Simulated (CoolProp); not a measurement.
Vapour-liquid equilibrium of CH2F2 (R32) (1) + R152A (2) at 1.51 MPa; x and y are mole fractions of (1).

The numbers come from the multi-fluid Helmholtz-energy mixture model, Tillner-Roth 1997 and Outcalt 1996; pair parameters Bell 2016 in CoolProp.

```csv
x,bubble temperature (K),y at the bubble point,dew temperature at overall composition x (K),liquid density (mol/L)
0.05,330.5,0.094,331.9,12.37
0.2,322.7,0.336,327.2,13.24
0.35,315.8,0.526,322.2,14.14
0.5,309.7,0.676,316.8,15.09
0.65,304.4,0.796,310.8,16.10
0.8,299.6,0.895,304.2,17.19
0.95,295.3,0.976,296.7,18.38
```

No azeotrope shows between x = 0.05 and 0.95.

Pair parameters are fitted to limited data, so mixtures are less certain than the pure fluids.
